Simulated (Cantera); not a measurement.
An isothermal, constant-pressure homogeneous reactor starts with CH₄ : N₂ = 1 : 12 (molar parts), at 1875 K and 1200 Pa. Integrator tolerance rtol = 1e-08.

Model: GRI-Mech 3.0 (53 species, 325 reactions), integrated in Cantera. GRI-Mech 3.0 stops at C3 and has no aromatics, soot or wall deposition, so with more carbon than oxygen in the feed, carbon stays in small species such as C2H2 where larger ones or solid carbon would form. Radical loss at walls, strong at low pressure, is not modelled.

Q: What does this change do: temperature 1875 to 1075 K?

A: 
```json
[
 {"quantity": "x(CH₄) at 4.00 s", "before": "7.78e-6 (gas-phase equilibrium 1.30e-6)", "after": "0.0769 (gas-phase equilibrium 0.0163)"},
 {"quantity": "x(HCN) at 4.00 s", "before": "0.000117 (gas-phase equilibrium 0.0542)", "after": "<1e-12 (gas-phase equilibrium 0.0298)"},
 {"quantity": "x(H₂) at 4.00 s", "before": "0.106 (gas-phase equilibrium 0.106)", "after": "5.77e-9 (gas-phase equilibrium 0.0834)"},
 {"quantity": "x(H) at 4.00 s", "before": "0.00188 (gas-phase equilibrium 0.00196)", "after": "<1e-12 (gas-phase equilibrium 3.89e-8)"},
 {"quantity": "x(C₂H) at 4.00 s", "before": "7.47e-6 (gas-phase equilibrium 1.88e-6)", "after": "<1e-12 (gas-phase equilibrium <1e-12)"},
 {"quantity": "x(CH₂) at 4.00 s", "before": "5.78e-8 (gas-phase equilibrium 1.06e-8)", "after": "<1e-12 (gas-phase equilibrium <1e-12)"}
]
```

Q: What does this change do: pressure from 1200 Pa to 13.0 Pa?

A: 
```
quantity                                           before                                    after
----------------  ---------------------------------------  ---------------------------------------
x(CH₄) at 4.00 s  7.78e-6 (gas-phase equilibrium 1.30e-6)   0.0301 (gas-phase equilibrium 1.23e-8)
x(HCN) at 4.00 s  0.000117 (gas-phase equilibrium 0.0542)   2.24e-6 (gas-phase equilibrium 0.0537)
x(H₂) at 4.00 s       0.106 (gas-phase equilibrium 0.106)    0.0615 (gas-phase equilibrium 0.0972)
x(H) at 4.00 s    0.00188 (gas-phase equilibrium 0.00196)  0.000284 (gas-phase equilibrium 0.0181)
x(C₂H) at 4.00 s  7.47e-6 (gas-phase equilibrium 1.88e-6)  1.05e-6 (gas-phase equilibrium 1.86e-5)
x(CH₂) at 4.00 s  5.78e-8 (gas-phase equilibrium 1.06e-8)  7.73e-6 (gas-phase equilibrium 1.01e-8)
```

Q: What does this change do: pressure from 1200 Pa to 101000 Pa?

A: 
| quantity | before | after |
|---|---|---|
| x(CH₄) at 4.00 s | 7.78e-6 (gas-phase equilibrium 1.30e-6) | 0.000223 (gas-phase equilibrium 0.000111) |
| x(HCN) at 4.00 s | 0.000117 (gas-phase equilibrium 0.0542) | 7.69e-5 (gas-phase equilibrium 0.0542) |
| x(H₂) at 4.00 s | 0.106 (gas-phase equilibrium 0.106) | 0.107 (gas-phase equilibrium 0.107) |
| x(H) at 4.00 s | 0.00188 (gas-phase equilibrium 0.00196) | 0.000214 (gas-phase equilibrium 0.000214) |
| x(C₂H) at 4.00 s | 7.47e-6 (gas-phase equilibrium 1.88e-6) | 8.46e-7 (gas-phase equilibrium 2.03e-7) |
| x(CH₂) at 4.00 s | 5.78e-8 (gas-phase equilibrium 1.06e-8) | 2.14e-8 (gas-phase equilibrium 1.06e-8) |
